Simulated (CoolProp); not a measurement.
A closed Brayton cycle with carbon dioxide: compressor inlet 311.15 K and 7.7 MPa, high pressure 24 MPa, turbine inlet 905 K, compressor efficiency 0.85, turbine efficiency 0.85, recuperator effectiveness 0 (on enthalpy, no pinch check). Each further row changes one setting.

The numbers come from the reference Helmholtz-energy equation of state, Span 1996 in CoolProp.

```tsv
case	thermal efficiency (%)	net work (kJ/kg)	compressor to turbine work	compressor exit (K)	turbine exit (K)
as stated	15.3	104	0.32	395.0	770.0
turbine inlet 855 K	15.4	95.0	0.34	395.0	724.6
compressor inlet 321.15 K	14.7	94.0	0.39	417.7	770.0
high pressure 20.4 MPa	13.4	92.8	0.30	382.7	788.6
recuperator effectiveness 0.5	22.4	104	0.32	395.0	770.0
```
